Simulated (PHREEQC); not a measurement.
Solution (2.7 °C): 0.0001 mol Cu(NO3)2, 5.2e-06 mol HBF4 and 0.0025 mol NaCl per kg of water. Closed to the air; pH follows from the charge balance.

All values are PHREEQC results (ion-association model, wateq4f.dat), not measurements.

The ionic strength comes out as 0.00282 mol/kgw. What activity coefficients do Cu+2, H+, F-, Na+, NO3- get?

Cu+2 0.80, H+ 0.95, F- 0.94, Na+ 0.95, NO3- 0.94.

No solid was allowed to form. Constants without temperature data keep their 25 °C values here. Real BF4- forms and hydrolyses slowly; the run takes it at equilibrium.
